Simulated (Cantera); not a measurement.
## Thermodynamics of silicon oxide and oxynitride deposition, feed SiF4 + O2 + N2 + O3

Input: 1 mol SiF4, 21 mol O2, 120 mol N2, 1.7 mol O3, at 0.150 bar.

Method: chemical equilibrium by Gibbs-energy minimisation in Cantera with the NASA 1993 tables (ideal gas, pure condensed phases). Candidate condensed phases: Si, SiO2, Si2N2O, Si3N4; 28 gas species. The tables hold silica as quartz up to 1696 K and as liquid above; real silica turns to tridymite and cristobalite and melts near 1996 K. Rates play no part.

From 877 °C to 1402 °C nothing is condensed. From 1477 °C to 1552 °C the condensed part is SiO2(condensed). The main Si-bearing gas is SiF4 throughout.

```tsv
T (°C)	x N2	x O2	x SiF4	x NO	x O	x F	x NO2	n SiO2(condensed)
877	0.830	0.163	0.00692	0.000119	8.66e-9	5.76e-10	8.82e-7	0
952	0.830	0.163	0.00692	0.000213	4.38e-8	3.06e-9	1.10e-6	0
1027	0.830	0.163	0.00692	0.000358	1.84e-7	1.34e-8	1.33e-6	0
1102	0.830	0.163	0.00692	0.000567	6.63e-7	5.02e-8	1.58e-6	0
1177	0.830	0.162	0.00692	0.000858	2.09e-6	1.64e-7	1.84e-6	0
1252	0.830	0.162	0.00692	0.00124	5.89e-6	4.78e-7	2.11e-6	0
1327	0.829	0.162	0.00692	0.00174	1.51e-5	1.26e-6	2.40e-6	0
1402	0.829	0.162	0.00692	0.00237	3.55e-5	3.05e-6	2.69e-6	0
1477	0.829	0.161	0.00692	0.00314	7.76e-5	6.87e-6	2.99e-6	0.000206
1552	0.828	0.161	0.00691	0.00405	0.000159	1.45e-5	3.29e-6	0.000408
```
x: gas mole fraction; n: condensed amount in mol.
